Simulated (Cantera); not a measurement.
## Calcination and drying: MgSO4 + H2 + CO2

Feed: 1 mol MgSO4, 0.27 mol H2, 0.83 mol CO2, held at 623.15 K.

Cantera equilibrium calculation (NASA polynomials, part measured and part estimated; ideal gas, pure solids and liquids). Candidate condensed phases: C, C6H6, C7H8, C8H18, H2O, H2SO4, Mg, MgCO3, MgO, Mg(OH)2, MgS, MgSO4, S; 130 gas species. Gases not in the tables: S3 to S7. Rates play no part.

From 0.0750 Torr to 97.5 Torr the condensed part is MgO(s) + MgSO4(s). From 420 Torr to 7500 Torr the condensed part is MgCO3(s) + MgSO4(s).

| P (Pa) | x CO2 | x H2O | x SO2 | x H2S | x S2 | x S8 | x COS | x S2O | n MgO(s) | n MgSO4(s) | n MgCO3(s) |
|---|---|---|---|---|---|---|---|---|---|---|---|
| 10 | 0.606 | 0.197 | 0.197 | 5.80e-7 | 1.03e-7 | <1e-12 | 3.16e-9 | 1.99e-8 | 0.270 | 0.730 | 0 |
| 42 | 0.607 | 0.197 | 0.196 | 0.000176 | 0.000130 | <1e-12 | 9.59e-7 | 6.01e-6 | 0.269 | 0.731 | 0 |
| 180 | 0.657 | 0.205 | 0.120 | 0.00860 | 0.00975 | 2.97e-7 | 4.88e-5 | 0.000173 | 0.187 | 0.813 | 0 |
| 750 | 0.715 | 0.205 | 0.0384 | 0.0276 | 0.0134 | 7.71e-5 | 0.000170 | 0.000178 | 0.109 | 0.891 | 0 |
| 3200 | 0.741 | 0.197 | 0.0103 | 0.0445 | 0.00688 | 0.000414 | 0.000297 | 7.99e-5 | 0.0810 | 0.919 | 0 |
| 13000 | 0.750 | 0.190 | 0.00267 | 0.0540 | 0.00238 | 0.000397 | 0.000377 | 2.61e-5 | 0.0719 | 0.928 | 0 |
| 56000 | 0.736 | 0.202 | 0.00114 | 0.0598 | 0.000880 | 0.000593 | 0.000386 | 1.17e-5 | 0 | 0.930 | 0.0701 |
| 240000 | 0.735 | 0.206 | 0.000777 | 0.0556 | 0.000369 | 0.00145 | 0.000352 | 7.21e-6 | 0 | 0.929 | 0.0713 |
| 1000000 | 0.734 | 0.212 | 0.000524 | 0.0497 | 0.000146 | 0.00253 | 0.000304 | 4.21e-6 | 0 | 0.927 | 0.0732 |
x: gas mole fraction; n: condensed amount in mol.
